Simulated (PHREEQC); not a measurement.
Synthetic water in mg/kgw, 45 °C, pH 3.55, pe 11.7: Na 113; K 334; Ca 260; Mg 152; Cl 147; S(6) as SO4 1720; N(5) as NO3 34.4; Al 3.2.

Cl is adjusted to close the charge balance.
Valence states are taken as typed.

Computed with PHREEQC (ion-association model, phreeqc.dat).

This is a speciation only: nothing precipitates in the calculation.

### Question
Predict the ionic strength, specific conductance.

### Answer
ionic strength 0.0476 mol/kgw; specific conductance 4760 µS/cm.

### Question
In which forms is Al present?

### Answer
AlSO4+ 74 %, Al(SO4)2- 14 %, Al+3 12 %, AlOH+2 0.7 % of the Al.

Constants without temperature data keep their 25 °C values here.
